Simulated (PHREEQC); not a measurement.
Make-up at 72 °C: 0.00098 mol K2CO3, 0.0004 mol Fe(NO3)3 and 0.0023 mol H3BO3 per kg of water. Closed to the air; pH follows from the charge balance.

The numbers come from PHREEQC with the ion-association model, phreeqc.dat.

| Item | Result |
|---|---|
| pH | 6.89 |
| ionic strength | 0.00202 mol/kgw |
| total alkalinity | 1.16 meq/kg |

```
species   molality  activity   log γ
--------  --------  --------  ------
H3BO3      0.00228   0.00228   0.000
K+         0.00196   0.00186  -0.024
NO3-       0.00120   0.00113  -0.024
HCO3-     0.000782  0.000741  -0.023
Fe(OH)3   0.000328  0.000328   0.000
CO2       0.000197  0.000198   0.000
Fe(OH)2+   5.93e-5   5.62e-5  -0.023
H2BO3-     2.25e-5   2.13e-5  -0.024
```

No solid was allowed to form. The solution is supersaturated, for example in Hematite (slow to form), Goethite (slow to form), so a real one may precipitate; this is no full list. Away from 25 °C the constants follow the database's enthalpies or fits; those with neither stay at their 25 °C values.
